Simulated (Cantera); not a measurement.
Input (Python, Cantera):

```python
import numpy as np
import cantera as ct

surf = ct.Interface("diamond.yaml", "diamond_100")
gas, bulk = surf.adjacent["gas"], surf.adjacent["diamond"]
k = surf.kinetics_species_index(bulk.species_names[0])
cover = ["c6HH", "c6H*", "c6*H", "c6**", "c6HM", "c6B"]

rows, drift = [], 0.0
print(f"{'P':>10s}{'um/h':>11s}" + "".join(f"{s:>11s}" for s in cover))
for v in [970, 1700, 2900, 5000, 8600, 15000, 26000, 44000]:
    T, P, xH, xCH3 = 1400, v, 0.0011, 0.00043
    gas.TPX = T, P, {"H": xH, "CH3": xCH3, "CH4": 0.0078, "H2": 1 - xH - xCH3 - 0.0078}
    surf.TP = bulk.TP = T, P
    surf.coverages = "c6H*:0.1, c6HH:0.9"
    surf.advance_coverages(100.0)
    before = surf.coverages
    surf.advance_coverages(100.0)
    drift = max(drift, np.max(np.abs(surf.coverages - before) / (surf.coverages + 1e-9)))
    rate = surf.net_production_rates[k] * bulk.mean_molecular_weight / bulk.density * 3.6e9
    rows.append([rate, *surf[cover].coverages])
    print(f"{v:10.4g}{rate:11.4e}" + "".join(f"{x:11.3e}" for x in rows[-1][1:]))
```

It prints:

```
         P       um/h       c6HH       c6H*       c6*H       c6**       c6HM        c6B
       970 7.5927e-02  3.997e-01  5.566e-02  5.095e-01  3.445e-02  1.955e-05  2.060e-10
      1700 2.1122e-01  4.003e-01  5.559e-02  5.088e-01  3.423e-02  3.528e-05  5.732e-10
      2900 5.3369e-01  4.006e-01  5.554e-02  5.083e-01  3.399e-02  6.244e-05  1.448e-09
      5000 1.2943e+00  4.007e-01  5.550e-02  5.079e-01  3.374e-02  1.124e-04  3.512e-09
      8600 2.9314e+00  4.007e-01  5.546e-02  5.075e-01  3.348e-02  2.015e-04  7.954e-09
   1.5e+04 6.3867e+00  4.006e-01  5.542e-02  5.070e-01  3.323e-02  3.641e-04  1.733e-08
   2.6e+04 1.3242e+01  4.004e-01  5.539e-02  5.065e-01  3.304e-02  6.453e-04  3.593e-08
   4.4e+04 2.6214e+01  4.001e-01  5.535e-02  5.058e-01  3.289e-02  1.101e-03  7.113e-08
```

Detailed kinetics in Cantera: the Harris–Goodwin 1993 mechanism for the reconstructed diamond (100) surface.
